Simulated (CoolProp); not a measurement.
Decamethylcyclopentasiloxane (D5) along the isotherm 346.85 °C: Z from the reference equation and from simpler models built on Tc = 345.1 °C, pc = 1.078 MPa, ω = 0.631; each cubic takes its own stable root.

The numbers come from the reference Helmholtz-energy equation of state, Thol 2019 in CoolProp.

```json
[
 {"p (MPa)": "0.207", "phase": "gas", "reference": "0.9288"},
 {"p (MPa)": "0.414", "phase": "gas", "reference": "0.8492"},
 {"p (MPa)": "0.622", "phase": "gas", "reference": "0.7564"},
 {"p (MPa)": "0.829", "phase": "gas", "reference": "0.6416"},
 {"p (MPa)": "1.04", "phase": "gas", "reference": "0.4588"},
 {"p (MPa)": "1.24", "phase": "supercritical", "reference": "0.2021"},
 {"p (MPa)": "1.45", "phase": "supercritical", "reference": "0.2182"},
 {"p (MPa)": "1.66", "phase": "supercritical", "reference": "0.2392"},
 {"p (MPa)": "1.87", "phase": "supercritical", "reference": "0.2615"},
 {"p (MPa)": "2.07", "phase": "supercritical", "reference": "0.2831"},
 {"p (MPa)": "2.28", "phase": "supercritical", "reference": "0.3060"},
 {"p (MPa)": "2.49", "phase": "supercritical", "reference": "0.3288"},
 {"p (MPa)": "2.69", "phase": "supercritical", "reference": "0.3505"}
]
```

**Question.** How far does each simpler model (van der Waals, Redlich-Kwong, Soave-Redlich-Kwong, Peng-Robinson) lie from the reference over these 13 states: mean and median of the absolute difference, and the worst?

**Answer.** 
- van der Waals: mean 32.0 %, median 46.0 %, worst +50.9 % at 346.85 °C and 1.24 MPa
- Redlich-Kwong: mean 14.4 %, median 18.2 %, worst +28.6 % at 346.85 °C and 1.24 MPa
- Soave-Redlich-Kwong: mean 15.0 %, median 18.6 %, worst +30.2 % at 346.85 °C and 1.24 MPa
- Peng-Robinson: mean 6.7 %, median 6.6 %, worst +18.3 % at 346.85 °C and 1.24 MPa
